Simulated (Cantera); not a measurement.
Input: 1 mol CuF₂, 0.69 mol H₂O, 0.23 mol N₂, held at 1348.15 K and 15.0 mbar.

Cantera equilibrium calculation (NASA polynomials, part measured and part estimated; ideal gas, pure solids and liquids). Candidate condensed phases: Cu, CuF₂, CuO, Cu(OH)₂, Cu₂O, H₂O; 45 gas species. Equilibrium is a limit: real reactors are often held back by kinetics, nucleation or transport.

Q: What is the equilibrium state?

A: 
```
Quantity                                   Value
-------------------------------------  ---------
x(HF)                                      0.602
x(CuF)                                     0.139
x(N₂)                                      0.100
x(O₂)                                     0.0926
x(CuF₂)                                   0.0655
x(NO)                                   0.000127
x(H₂O)                                   2.39e-5
x(F)                                     8.21e-6
x(Cu)                                    6.91e-6
n(Cu₂O(s))                             0.265 mol
gas amount                             2.292 mol
log10 activity of Cu(s) (absent)           -0.66
log10 activity of CuF₂(l) (absent)         -0.95
log10 activity of Cu(OH)₂(s) (absent)     -10.70
```
